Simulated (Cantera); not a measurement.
## Reactions in the system C-Cu-F

Source: NASA polynomial tables (part measured, part estimated), evaluated in Cantera. Values are per mole of reaction as written; species without (g) are pure solids or liquids, kept so even where they would boil at 1 bar. The tables' values for C2F4 are old estimates.

2 CF4(g) + 2 Cu ⇌ 2 CuF2(g) + C2F4(g)

```csv
T (K),ΔH° (kJ),ΔS° (J/K),ΔG° (kJ),log10 K,condensed phases
1348,657.7,228.1,350.3,-13.57,Cu(s)
1448,628.4,206.6,329.3,-11.88,Cu(l)
1548,625.4,204.5,308.8,-10.42,Cu(l)
1648,622.4,202.7,288.4,-9.14,Cu(l)
1748,619.4,200.9,268.2,-8.02,Cu(l)
1848,616.4,199.2,248.2,-7.02,Cu(l)
```
